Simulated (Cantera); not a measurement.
Input (Python, Cantera) and output of one run.

```python
import numpy as np
import cantera as ct

gas_names = """
    N NO NO2 NO3 N2 N2O O O2 O3 Si SiN SiO SiO2 Si2 Si2N Si3
""".split()
cond_names = """
    Si(cr) Si(L) SiO2(Lqz) SiO2(hqz) SiO2(L) Si2N2O(s) Si3N4(a)
""".split()


def load(file, names, dense=False):
    # The tables refer to 1 bar. Condensed volumes are neglected.
    table = {s.name: s for s in ct.Species.list_from_file(file)}
    out = []
    for n in names:
        d = dict(table[n].input_data)
        d["thermo"] = dict(d["thermo"], **{"reference-pressure": 1e5})
        if dense:
            d["equation-of-state"] = {"model": "constant-volume", "density": "1e6 g/cm^3"}
        out.append(ct.Species.from_dict(d))
    return out


gas = ct.Solution(thermo="ideal-gas", species=load("nasa_gas.yaml", gas_names))
cond = {s.name: ct.Solution(thermo="fixed-stoichiometry", species=[s], name=s.name)
        for s in load("nasa_condensed.yaml", cond_names, dense=True)}
atoms = {
    'Si3N4': {'Si': 3, 'N': 4},
    'O2': {'O': 2},
    'N2': {'N': 2},
}
top_T = {'Si2N2O(s)': 2100, 'Si3N4(a)': 2400}  # K; cautious upper limits of use, not melting points


def equilibrate(T, P, feed):
    n = {}
    for name, mol in feed.items():
        for a, k in atoms[name].items():
            n[a] = n.get(a, 0.0) + k * mol
    gas.TPX = T, P, n
    mass = sum(n.values()) * gas.mean_molecular_weight
    gas.equilibrate("TP")
    valid = [c for c in cond.values() if c.min_temp <= T <= top_T.get(c.name, c.max_temp)]
    mix = ct.Mixture([(gas, mass / gas.mean_molecular_weight)] + [(c, 0.0) for c in valid])
    mix.T, mix.P = T, P
    mix.equilibrate("TP", solver="vcs", rtol=1e-11, max_steps=5000)
    return mix


results = []
feed = {'Si3N4': 1, 'O2': 1.2, 'N2': 4.1}  # mol
T = 1423.15  # K
for P in [0.1, 0.6, 3.6, 22, 130, 770, 4600, 28000, 170000, 1000000]:
    mix = equilibrate(T, P, feed)
    results.append((T, P, feed, dict(zip(mix.species_names, mix.species_moles))))

top = {s: max(r[3][s] / sum(r[3][g] for g in gas_names) for r in results) for s in gas_names}
cols = sorted((s for s in top if top[s] > 0.001), key=lambda s: -top[s])[:8]
seen = [c for c in cond_names if any(r[3].get(c, 0) > 1e-12 for r in results)]
print("log10 of partial pressures in bar; condensed amounts in mol")
print(f"{'P/Pa':>10s}" + "".join(f"{s[:9]:>10s}" for s in cols + seen))
for T, P, feed, n in results:
    ng = sum(n[g] for g in gas_names)
    print(f"{P:10.4g}" + "".join(f"{np.log10(max(n[s] / ng * P / 1e5, 1e-99)):10.3f}" for s in cols)
          + "".join(f"{n.get(c, 0):10.4g}" for c in seen))
```

Result:

```
log10 of partial pressures in bar; condensed amounts in mol
      P/Pa        N2       SiO        Si    Si(cr) SiO2(hqz) Si2N2O(s)
       0.1    -6.145    -6.550    -8.814    0.5868         0         0
       0.6    -5.345    -5.830    -9.576         0         0    0.5997
       3.6    -4.559    -5.077   -11.115         0   0.04973    0.6497
        22    -3.666    -5.375   -11.710         0    0.5679     1.168
       130    -2.887    -5.635   -12.229         0    0.5971     1.197
       770    -2.114    -5.892   -12.745         0    0.5997       1.2
      4600    -1.337    -6.151   -13.262         0       0.6       1.2
   2.8e+04    -0.553    -6.413   -13.785         0       0.6       1.2
   1.7e+05     0.230    -6.674   -14.307         0       0.6       1.2
     1e+06     1.000    -6.930   -14.820         0       0.6       1.2
```

Cantera equilibrium calculation (NASA polynomials, part measured and part estimated; ideal gas, pure solids and liquids). Mutual solubility and eutectic melting of coexisting phases are not modelled. The tables hold silica as quartz up to 1696 K and as liquid above; real silica turns to tridymite and cristobalite and melts near 1996 K.
